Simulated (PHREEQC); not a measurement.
HF is added in steps, without added water, to 1 kg of water holding 0.0041 mol/kgw H3BO3 and 0.0094 mol/kgw Na2CO3, at 25 °C. O2 is buffered at 0.21 atm. CO2 from the air is kept out. Precipitation was switched off in this run.

Base run: PHREEQC, ion-association model, phreeqc.dat. Each further column changes one thing. The table gives pH.

```
HF added (mol)   base  Davies equation for every ion  Debye-Hückel limiting law  database wateq4f.dat  all activity coefficients set to 1
--------------  -----  -----------------------------  -------------------------  --------------------  ----------------------------------
0               10.21                          10.21                      10.18                 10.21                               10.34
0.004583         9.51                           9.51                       9.48                  9.51                                9.61
0.009167         8.07                           8.07                       8.06                  8.07                                8.14
0.01375          6.36                           6.36                       6.35                  6.36                                6.42
0.01604          5.92                           5.92                       5.91                  5.92                                5.98
0.02063          4.74                           4.74                       4.73                  4.74                                4.80
0.02521          4.35                           4.35                       4.34                  4.35                                4.40
0.02979          4.06                           4.06                       4.05                  4.06                                4.12
0.03438          3.71                           3.71                       3.70                  3.71                                3.76
0.03896          3.41                           3.42                       3.41                  3.43                                3.47
0.04125          3.31                           3.31                       3.30                  3.33                                3.36
0.04583          3.15                           3.16                       3.15                  3.18                                3.20
0.05042          3.04                           3.04                       3.03                  3.07                                3.09
0.055            2.95                           2.95                       2.94                  2.98                                3.00
```

Real BF4- forms and hydrolyses slowly; the run takes it at equilibrium. phreeqc.dat and wateq4f.dat share most of their constants, so their agreement is no independent check.
